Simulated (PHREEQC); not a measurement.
# Buffer

Make-up at 25 °C: 0.0063 mol NaHSO4 and 0.2 mol Na2SO4 per kg of water. Closed to the air; pH follows from the charge balance.

All values are PHREEQC results (ion-association model, wateq4f.dat), not measurements.

The pH is 2.96. The ionic strength is 0.500 mol/kgw, the activity of water is 0.990 and the total alkalinity comes out as -6.30 meq/kg.

| species | molality | activity | log γ |
|---|---|---|---|
| Na+ | 0.352 | 0.249 | -0.149 |
| SO4-2 | 0.147 | 0.0302 | -0.687 |
| NaSO4- | 0.0545 | 0.0377 | -0.160 |
| HSO4- | 0.00486 | 0.00324 | -0.176 |
| H+ | 0.00144 | 0.00110 | -0.117 |

No solid was allowed to form.
